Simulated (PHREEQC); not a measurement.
PHREEQC input (Pitzer model, pitzer.dat):

```
SOLUTION 1
  temp 25
  units mol/kgw
  pH 7 charge
  B 0.0052
  Na 0.00047
  Cl 0.0021
  K 0.0021
SOLUTION 2
  temp 25
  units mol/kgw
  pH 7 charge
  K 0.002
  S(6) 0.00056
  Na 0.00112
END
SELECTED_OUTPUT 1
  -reset false
  -pH true
  -pe true
  -ionic_strength true
  -water true
  -totals B Cl K Na S
  -molalities H+ Na+ K+ Cl- SO4-2 B(OH)3 OH- HSO4- B(OH)4- B3O3(OH)4-
    B4O5(OH)4-2
  -equilibrium_phases Arcanite Glaserite Halite Mirabilite Misenite Sylvite Thenardite Borax Boric_acid,s KB5O8:4H2O
    K2B4O7:4H2O NaBO2:4H2O NaB5O8:5H2O Teepleite
PRINT
  -reset false
MIX 1
  1 1
  2 0
EQUILIBRIUM_PHASES 1
  Arcanite 0 0
  Glaserite 0 0
  Halite 0 0
  Mirabilite 0 0
  Misenite 0 0
  Sylvite 0 0
  Thenardite 0 0
  Borax 0 0
  Boric_acid,s 0 0
  KB5O8:4H2O 0 0
  K2B4O7:4H2O 0 0
  NaBO2:4H2O 0 0
  NaB5O8:5H2O 0 0
  Teepleite 0 0
END
# ... the last block is repeated for the other 10 points of share of solution B
```

Selected output (columns that matter, 11 of 11 rows; share of solution B added in front):

```
share of solution B	pH	mu	B	Cl	K	Na	S	m_H+	m_Na+	m_K+	m_Cl-	m_SO4-2	m_B(OH)3	m_OH-
0	8.2092	0.00257	0.0052	0.0021	0.0021	0.00047	0	6.5223e-09	0.00047	0.0021	0.0021	0	0.0047306	1.7331e-06
0.1	8.3976	0.002681	0.00468	0.00189	0.00209	0.000535	5.6e-05	4.2338e-09	0.000535	0.00209	0.00189	5.6e-05	0.0040586	2.6769e-06
0.2	8.5709	0.002792	0.00416	0.00168	0.00208	0.0006	0.000112	2.8456e-09	0.0006	0.00208	0.00168	0.000112	0.0033871	3.9931e-06
0.3	8.744	0.002903	0.00364	0.00147	0.00207	0.000665	0.000168	1.913e-09	0.000665	0.00207	0.00147	0.000168	0.0027162	5.9549e-06
0.4	8.9319	0.003014	0.00312	0.00126	0.00206	0.00073	0.000224	1.2431e-09	0.00073	0.00206	0.00126	0.000224	0.0020467	9.1868e-06
0.5	9.1584	0.003125	0.0026	0.00105	0.00205	0.000795	0.00028	7.3915e-10	0.000795	0.00205	0.00105	0.00028	0.0013802	1.5488e-05
0.6	9.4837	0.003236	0.00208	0.00084	0.00204	0.00086	0.000336	3.5004e-10	0.00086	0.00204	0.00084	0.000336	0.00072471	3.2783e-05
0.7	10.135	0.003347	0.00156	0.00063	0.00203	0.000925	0.000392	7.8187e-11	0.000925	0.00203	0.00063	0.000392	0.00016611	0.00014711
0.8	10.8	0.003458	0.00104	0.00042	0.00202	0.00099	0.000448	1.6951e-11	0.00099	0.00202	0.00042	0.000448	2.6135e-05	0.00068013
0.9	11.092	0.003569	0.00052	0.00021	0.00201	0.001055	0.000504	8.6639e-12	0.001055	0.00201	0.00021	0.000504	6.7468e-06	0.0013337
1	11.267	0.00368	0	0	0.002	0.00112	0.00056	5.7907e-12	0.00112	0.002	0	0.00056	0	0.002
```

Complexes and solids missing from the database can't appear.
